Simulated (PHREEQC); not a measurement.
Consider water at 13 °C and 500 atm with 3.6 mmol/kgw LiOH, 0.26 mmol/kgw K2SiO3 and 6.2 mmol/kgw Na2CO3. Closed to the air; pH follows from the charge balance.

Equilibrium calculation in PHREEQC: ion-association model, phreeqc.dat.

Precipitation was switched off in this run.

Task: Predict the pH, specific conductance.

Result: pH 11.78; specific conductance 1600 µS/cm.

Task: In which forms is Na present?

Result: Na+ 97 %, NaCO3- 2.9 % of the Na.

Complexes and solids missing from the database can't appear. Under pressure, the constants of complexes without a molar volume in the database are unreliable. Away from 25 °C the constants follow the database's enthalpies or fits; those with neither stay at their 25 °C values.
